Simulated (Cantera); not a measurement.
Input: 1 mol AlCl3, 0.68 mol HCl, 12 mol N2, held at 2048 K and 26.0 Pa.

These are equilibrium values from Cantera (NASA tables, ideal gas, pure condensed phases), not measurements of a reactor. Candidate condensed phases: Al, AlCl3, AlN, NH4Cl; 20 gas species. The tables' values for AlCl2 are old estimates; treat these amounts as uncertain. Rates play no part.

Base state: N2 0.765, Cl 0.128, AlCl 0.0590, HCl 0.0374, AlCl2 0.00417, H 0.00416, H2 0.000897, AlCl3 0.000521 (mole fractions); condensed: gas only.

**Question.** What changes in the equilibrium state with this change: temperature from 2048 K to 1600 K?

**Answer.** 
```json
[
 {"species": "N2", "before": "0.765", "after": "0.867"},
 {"species": "AlCl3", "before": "0.000521", "after": "0.0640"},
 {"species": "HCl", "before": "0.0374", "after": "0.0488"},
 {"species": "Cl", "before": "0.128", "after": "0.0112"},
 {"species": "AlCl", "before": "0.0590", "after": "0.00268"},
 {"species": "Al", "before": "0.000133", "after": "1.55e-8"},
 {"species": "H", "before": "0.00416", "after": "3.91e-5"},
 {"species": "H2", "before": "0.000897", "after": "0.000134"},
 {"species": "AlCl2", "before": "0.00417", "after": "0.00559"}
]
```
